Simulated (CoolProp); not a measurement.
Saturation properties of diethyl ether (Tc = 194.7 °C, pc = 37.17 bar, ω = 0.282).

Computed with CoolProp (reference Helmholtz-energy equation of state, Thol 2014).

```json
[
 {"T (°C)": "44.95", "p (bar)": "1.450", "liquid cp (kJ/(kg K))": "2.407", "surface tension (mN/m)": "14.2"},
 {"T (°C)": "52.05", "p (bar)": "1.820", "liquid cp (kJ/(kg K))": "2.435", "surface tension (mN/m)": "13.3"},
 {"T (°C)": "59.15", "p (bar)": "…", "liquid cp (kJ/(kg K))": "2.464", "surface tension (mN/m)": "12.5"},
 {"T (°C)": "66.15", "p (bar)": "2.768", "liquid cp (kJ/(kg K))": "2.494", "surface tension (mN/m)": "11.7"},
 {"T (°C)": "73.25", "p (bar)": "3.367", "liquid cp (kJ/(kg K))": "2.526", "surface tension (mN/m)": "10.9"},
 {"T (°C)": "80.35", "p (bar)": "4.061", "liquid cp (kJ/(kg K))": "2.560", "surface tension (mN/m)": "10.1"},
 {"T (°C)": "87.45", "p (bar)": "4.857", "liquid cp (kJ/(kg K))": "2.596", "surface tension (mN/m)": "9.34"},
 {"T (°C)": "94.55", "p (bar)": "…", "liquid cp (kJ/(kg K))": "2.634", "surface tension (mN/m)": "8.57"},
 {"T (°C)": "101.65", "p (bar)": "6.793", "liquid cp (kJ/(kg K))": "2.675", "surface tension (mN/m)": "7.80"},
 {"T (°C)": "108.75", "p (bar)": "…", "liquid cp (kJ/(kg K))": "2.719", "surface tension (mN/m)": "7.05"},
 {"T (°C)": "115.85", "p (bar)": "9.252", "liquid cp (kJ/(kg K))": "2.768", "surface tension (mN/m)": "6.32"},
 {"T (°C)": "122.95", "p (bar)": "10.70", "liquid cp (kJ/(kg K))": "2.822", "surface tension (mN/m)": "5.60"},
 {"T (°C)": "130.05", "p (bar)": "12.32", "liquid cp (kJ/(kg K))": "2.884", "surface tension (mN/m)": "4.89"},
 {"T (°C)": "137.15", "p (bar)": "14.11", "liquid cp (kJ/(kg K))": "2.956", "surface tension (mN/m)": "4.20"},
 {"T (°C)": "144.25", "p (bar)": "16.08", "liquid cp (kJ/(kg K))": "3.043", "surface tension (mN/m)": "3.54"}
]
```

Question: What belongs in the gaps?

Answer: 
- 59.15, p (bar): 2.259
- 94.55, p (bar): 5.764
- 108.75, p (bar): 7.952

It boils at 34.5 °C under 1 atm.

Surface tension comes from a separate correlation (Mulero 2014).
